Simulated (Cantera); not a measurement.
Feed: 1 mol SiO2, 0.98 mol CH4, 0.44 mol CO, held at 1825 K and 1000 Pa.

These are equilibrium values from Cantera (NASA tables, ideal gas, pure condensed phases), not measurements of a reactor. Candidate condensed phases: C, C6H6, C7H8, C8H18, H2O, Si, SiC, SiO2; 123 gas species. The tables hold silica as quartz up to 1696 K and as liquid above; real silica turns to tridymite and cristobalite and melts near 1996 K. Equilibrium is a limit: real reactors are often held back by kinetics, nucleation or transport.

Base state: H2 0.446, CO 0.325, SiO 0.225, H 0.00294, H2O 0.000703, CO2 0.000131 (mole fractions); condensed: SiO2(condensed).

**Question.** What changes in the equilibrium state with this change: temperature from 1825 K to 1225 K?

**Answer.** 
```json
[
 {"species": "H2", "before": "0.446", "after": "0.817"},
 {"species": "CO", "before": "0.325", "after": "0.183"},
 {"species": "CH4", "before": "<1e-9", "after": "8.76e-5"},
 {"species": "SiO", "before": "0.225", "after": "2.65e-7"},
 {"species": "H", "before": "0.00294", "after": "2.82e-6"},
 {"species": "CO2", "before": "0.000131", "after": "4.50e-6"},
 {"species": "SiO2(condensed), mol", "before": "0.0164", "after": "0"},
 {"species": "C(graphite), mol", "before": "0", "after": "0.980"},
 {"species": "SiO2(β-quartz), mol", "before": "0", "after": "1.000"}
]
```
